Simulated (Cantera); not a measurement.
What does this Cantera script print?

```python
import numpy as np
import cantera as ct

gas_names = [...]  # 110 gases of nasa_gas.yaml made of C, H, O
cond_names = """
    C(gr) C6H6(L) C7H8(L) C8H18(L),n-octa H2O(s) H2O(L)
""".split()


# ... load() reads the species with a 1 bar reference pressure and builds the phases ...
atoms = {
    'C2H2': {'C': 2, 'H': 2},
    'O2': {'O': 2},
    'H2': {'H': 2},
}
top_T = {'C(gr)': 4500}  # K; cautious upper limits of use, not melting points


# ... equilibrate(T, P, feed) seeds the gas with the atoms and calls Mixture.equilibrate('TP', solver="vcs", rtol=1e-11, max_steps=5000) ...
results = []
feed = {'C2H2': 1, 'O2': 0.072, 'H2': 77}  # mol
T = 2425  # K
for P in [10, 72, 520, 3700, 27000, 190000, 1400000, 10000000]:
    mix = equilibrate(T, P, feed)
    results.append((T, P, feed, dict(zip(mix.species_names, mix.species_moles))))
    x = sorted(zip(gas.X, gas.species_names), reverse=True)
    print(f"T = {T:g} K  P = {P:g} Pa  gas = {mix.phase_moles(0):.4g} mol")
    print("   x: " + "  ".join(f"{s} {v:.3e}" for v, s in x if v > 1e-05))
    print("   condensed (mol): " + ("  ".join(f"{mix.phase(i).name} {mix.phase_moles(i):.4g}"
          for i in range(1, mix.n_phases) if mix.phase_moles(i) > 1e-12) or "none"))
```

Result:

```
T = 2425 K  P = 10 Pa  gas = 130.4 mol
   x: H 7.966e-01  H2 1.981e-01  C2H2,acetylene 1.547e-03  C3 1.491e-03  CO 1.104e-03  C 5.748e-04  C2H 3.790e-04  C2 1.354e-04
   condensed (mol): C(gr) 0.6545
T = 2425 K  P = 72 Pa  gas = 102.8 mol
   x: H2 5.152e-01  H 4.788e-01  C2H2,acetylene 4.023e-03  CO 1.401e-03  C2H 2.278e-04  C3 2.070e-04  C 7.983e-05  C2 1.881e-05  C4H2 1.294e-05
   condensed (mol): C(gr) 0.8997
T = 2425 K  P = 520 Pa  gas = 87.73 mol
   x: H2 7.738e-01  H 2.183e-01  C2H2,acetylene 6.042e-03  CO 1.641e-03  C2H 1.039e-04  C3 2.867e-05  C4H2 1.943e-05  C 1.105e-05
   condensed (mol): C(gr) 0.7606
T = 2425 K  P = 3700 Pa  gas = 81.76 mol
   x: H2 9.027e-01  H 8.840e-02  C2H2,acetylene 7.048e-03  CO 1.761e-03  C2H 4.206e-05  C4H2 2.266e-05
   condensed (mol): C(gr) 0.6858
T = 2425 K  P = 27000 Pa  gas = 79.48 mol
   x: H2 9.569e-01  H 3.369e-02  C2H2,acetylene 7.471e-03  CO 1.812e-03  CH4 4.205e-05  CH3 2.709e-05  C4H2 2.402e-05  C2H 1.603e-05
   condensed (mol): C(gr) 0.651
T = 2425 K  P = 190000 Pa  gas = 78.62 mol
   x: H2 9.773e-01  H 1.284e-02  C2H2,acetylene 7.630e-03  CO 1.831e-03  CH4 3.086e-04  CH3 7.416e-05  C4H2 2.454e-05  C2H4 1.354e-05
   condensed (mol): C(gr) 0.6135
T = 2425 K  P = 1.4e+06 Pa  gas = 78.13 mol
   x: H2 9.831e-01  C2H2,acetylene 7.676e-03  H 4.743e-03  CH4 2.301e-03  CO 1.842e-03  CH3 2.031e-04  C2H4 1.010e-04  C4H2 2.468e-05
   condensed (mol): C(gr) 0.4328
T = 2425 K  P = 1e+07 Pa  gas = 77.16 mol
   x: H2 9.777e-01  CH4 1.292e-02  C2H2,acetylene 4.822e-03  CO 1.859e-03  H 1.770e-03  C2H4 4.506e-04  CH3 4.278e-04  C3H4,propyne 1.468e-05
   condensed (mol): none
```

Method: chemical equilibrium by Gibbs-energy minimisation in Cantera with the NASA 1993 tables (ideal gas, pure condensed phases). The ideal-gas law is rough above about 30 bar.
